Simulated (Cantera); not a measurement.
# Low-pressure radical oxidation in H2/O2

An isothermal, constant-pressure homogeneous reactor starts with H₂ : O₂ = 0.14 : 1 (molar parts), equivalence ratio 0.070, at 900 K and 3.23 Torr.

Cantera simulation using GRI-Mech 3.0 (53 species, 325 reactions); the numbers are that mechanism's predictions, not measurements. Radical loss at walls, strong at low pressure, is not modelled. Below about 950 K walls govern HO2 and H2O2 in real vessels. The temperature is held fixed by assumption; the heat of reaction is taken as removed at once.

```json
[
 {"t (s)": "5.00e-6", "x H₂": "0.123", "x O₂": "0.877", "x O": "<1e-12", "x H": "<1e-12", "x H₂O": "<1e-12"},
 {"t (s)": "1.79e-5", "x H₂": "0.123", "x O₂": "0.877", "x O": "<1e-12", "x H": "<1e-12", "x H₂O": "<1e-12"},
 {"t (s)": "6.42e-5", "x H₂": "0.123", "x O₂": "0.877", "x O": "<1e-12", "x H": "1.00e-12", "x H₂O": "<1e-12"},
 {"t (s)": "0.000230", "x H₂": "0.123", "x O₂": "0.877", "x O": "<1e-12", "x H": "3.46e-12", "x H₂O": "<1e-12"},
 {"t (s)": "0.000823", "x H₂": "0.123", "x O₂": "0.877", "x O": "4.30e-12", "x H": "1.31e-11", "x H₂O": "4.23e-12"},
 {"t (s)": "0.00295", "x H₂": "0.123", "x O₂": "0.877", "x O": "6.77e-11", "x H": "1.15e-10", "x H₂O": "1.36e-10"},
 {"t (s)": "0.0106", "x H₂": "0.123", "x O₂": "0.877", "x O": "3.79e-8", "x H": "5.94e-8", "x H₂O": "9.82e-8"},
 {"t (s)": "0.0379", "x H₂": "0.0112", "x O₂": "0.831", "x O": "0.0213", "x H": "0.0452", "x H₂O": "0.0890"},
 {"t (s)": "0.136", "x H₂": "0.000983", "x O₂": "0.863", "x O": "0.00474", "x H": "0.00284", "x H₂O": "0.127"},
 {"t (s)": "0.486", "x H₂": "5.52e-5", "x O₂": "0.869", "x O": "0.000253", "x H": "2.73e-5", "x H₂O": "0.131"},
 {"t (s)": "1.74", "x H₂": "3.49e-6", "x O₂": "0.869", "x O": "1.73e-5", "x H": "4.88e-7", "x H₂O": "0.131"},
 {"t (s)": "6.23", "x H₂": "2.89e-7", "x O₂": "0.869", "x O": "2.01e-6", "x H": "1.94e-8", "x H₂O": "0.131"},
 {"t (s)": "22.3", "x H₂": "3.84e-8", "x O₂": "0.869", "x O": "3.50e-7", "x H": "1.41e-9", "x H₂O": "0.131"},
 {"t (s)": "80.0", "x H₂": "7.38e-9", "x O₂": "0.869", "x O": "7.61e-8", "x H": "1.42e-10", "x H₂O": "0.131"}
]
```
x: mole fraction; the columns are a selection and need not sum to one.

Equilibrium at this temperature and pressure: H₂ 6.89e-12, O₂ 0.869, O 7.71e-11, H <1e-12, H₂O 0.131 (gas phase only).
